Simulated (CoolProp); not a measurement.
Computed with CoolProp (reference Helmholtz-energy equation of state, Gao 2016).

For sulfur dioxide, give the phase and the cv (kJ/(kg K)), speed of sound (m/s), fugacity coefficient at 112.85 °C and 5.38 MPa; 112.85 °C and 16.2 MPa; 112.85 °C and 18.8 MPa.


- 112.85 °C and 5.38 MPa: liquid; cv 0.812, speed of sound 485, fugacity coefficient 0.531
- 112.85 °C and 16.2 MPa: liquid; cv 0.781, speed of sound 623, fugacity coefficient 0.214
- 112.85 °C and 18.8 MPa: liquid; cv 0.777, speed of sound 648, fugacity coefficient 0.193
